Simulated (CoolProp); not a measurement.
Vapour pressure (MPa) of cyclopentane: the reference equation beside estimates from Tc = 511.7 K, pc = 4.583 MPa, ω = 0.202. Clausius-Clapeyron is anchored at 396.3 K with a constant enthalpy of vaporisation of 22.75 kJ/mol.

Values from CoolProp's reference Helmholtz-energy equation of state, Gedanitz 2015.

```tsv
T (K)	reference	Lee-Kesler	Clausius-Clapeyron	Redlich-Kwong
384.5	0.5403	0.5444	0.5631	0.7090
388.5	…	0.5947	0.6059	…
392.4	…	0.6470	0.6498	0.8273
396.3	0.6960	…	0.6960	0.8906
400.3	…	0.7632	0.7457	0.9588
404.2	0.8173	0.8259	0.7965	1.029
408.1	…	0.8923	0.8498	1.102
412.1	0.9537	0.9643	0.9069	1.181
416	1.027	1.039	…	1.262
419.9	1.104	1.117	…	1.346
```

Q: Some entries are withheld; supply them.

A: 
- 388.5, reference: 0.5898
- 388.5, Redlich-Kwong: 0.7673
- 392.4, reference: 0.6413
- 396.3, Lee-Kesler: 0.7026
- 400.3, reference: 0.7556
- 408.1, reference: 0.8827
- 416, Clausius-Clapeyron: 0.9652
- 419.9, Clausius-Clapeyron: 1.026

Absolute difference from the reference over all 10 rows, mean and median: Lee-Kesler 1.0 and 1.0 %, Clausius-Clapeyron 3.4 and 3.2 %, Redlich-Kwong 26.5 and 26.4 %.
